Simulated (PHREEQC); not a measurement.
1 kg of water holding 0.44 mol NaCl, 0.063 mol KCl, 0.085 mol Na2CO3, 0.011 mol Na2B4O7 and 0.012 mol Na2SO4 is evaporated at 25 °C; the solids stay in contact with the brine. CO2 is held at log p = -3.4 (atm). The run lets Arcanite, Burkeite, Glaserite, Halite, Kalicinite, Mirabilite, Misenite, Nahcolite, Natron, Sylvite, Thenardite, Trona, Borax, Boric_acid,s, KB5O8:4H2O, K2B4O7:4H2O, NaBO2:4H2O, NaB5O8:5H2O, Teepleite precipitate or redissolve, and no other solid.

The numbers come from PHREEQC with the Pitzer model, pitzer.dat.

Predict ionic strength at water left (kg) = 0.5551, 0.141.


```tsv
water left (kg)	ionic strength
0.5551	1.43
0.141	5.70
```
